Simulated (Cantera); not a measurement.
Cantera run, input and output.

```python
import numpy as np
import cantera as ct

gas = ct.Solution("gri30.yaml")
gas.TPX = 1475, 1700000, {'CO': 1, 'H2': 0.49, 'O2': 1.26, 'N2': 4.75}
reactor = ct.IdealGasReactor(gas, energy="on", clone=False)
net = ct.ReactorNet([reactor])
net.rtol, net.atol = 1e-08, 1e-16
show = ['CO', 'H2', 'O2', 'HO2', 'NO2']
times = np.geomspace(1e-06, 3, 12)

steps = ct.SolutionArray(gas, extra=["t"])
rows = []
print(f"{'t/s':>10s}{'T/K':>9s}{'P/Pa':>11s}" + "".join(f"{s:>11s}" for s in show))
for t in times:
    while net.time < t:
        t_next = net.step()
        steps.append(gas.state, t=t_next)
    rows.append([np.interp(t, steps.t, y) for y in (steps.T, steps.P, *steps(*show).X.T)])
    print(f"{t:10.3e}{rows[-1][0]:9.1f}{rows[-1][1]:11.4g}" + "".join(f"{x:11.3e}" for x in rows[-1][2:]))
rate = np.gradient(steps.T, steps.t)
print("integrator steps:", len(steps.t))
if steps.T.max() > steps.T[0] + 200:
    print(f"time of steepest temperature rise: {steps.t[rate.argmax()]:.4e} s")
gas.TPX = 1475, 1700000, {'CO': 1, 'H2': 0.49, 'O2': 1.26, 'N2': 4.75}
gas.equilibrate("UV")
print(f"equilibrium (UV): T = {gas.T:.1f} K  " + "  ".join(f"{s} {gas[s].X[0]:.3e}" for s in show))
```

It prints:

```
       t/s      T/K       P/Pa         CO         H2         O2        HO2        NO2
 1.000e-06   1476.5  1.701e+06  1.333e-01  6.500e-02  1.677e-01  1.017e-04  1.043e-13
 3.880e-06   2807.3  2.995e+06  3.568e-02  2.122e-03  8.639e-02  3.439e-05  8.854e-07
 1.505e-05   2948.4  3.116e+06  2.170e-02  1.515e-03  7.956e-02  3.484e-05  6.560e-06
 5.841e-05   2934.5    3.1e+06  2.126e-02  1.492e-03  7.543e-02  3.265e-05  2.348e-05
 2.266e-04   2917.5   3.08e+06  2.075e-02  1.466e-03  7.049e-02  3.009e-05  4.273e-05
 8.793e-04   2915.1  3.077e+06  2.068e-02  1.463e-03  6.981e-02  2.974e-05  4.532e-05
 3.412e-03   2915.1  3.077e+06  2.068e-02  1.463e-03  6.981e-02  2.974e-05  4.532e-05
 1.324e-02   2915.1  3.077e+06  2.068e-02  1.463e-03  6.981e-02  2.974e-05  4.532e-05
 5.136e-02   2915.1  3.077e+06  2.068e-02  1.463e-03  6.981e-02  2.974e-05  4.532e-05
 1.993e-01   2915.1  3.077e+06  2.068e-02  1.463e-03  6.981e-02  2.974e-05  4.532e-05
 7.732e-01   2915.1  3.077e+06  2.068e-02  1.463e-03  6.981e-02  2.974e-05  4.532e-05
 3.000e+00   2915.1  3.077e+06  2.068e-02  1.463e-03  6.981e-02  2.974e-05  4.532e-05
integrator steps: 1197
time of steepest temperature rise: 1.8170e-06 s
equilibrium (UV): T = 2915.1 K  CO 2.068e-02  H2 1.463e-03  O2 6.981e-02  HO2 2.974e-05  NO2 4.532e-05
```

Model: GRI-Mech 3.0 (53 species, 325 reactions), integrated in Cantera. The hydrogen kinetics of GRI-Mech 3.0 are dated; newer H2 mechanisms differ, most at raised pressure. The pressure lies above the range GRI-Mech 3.0 was tuned for (to about 10 atm).
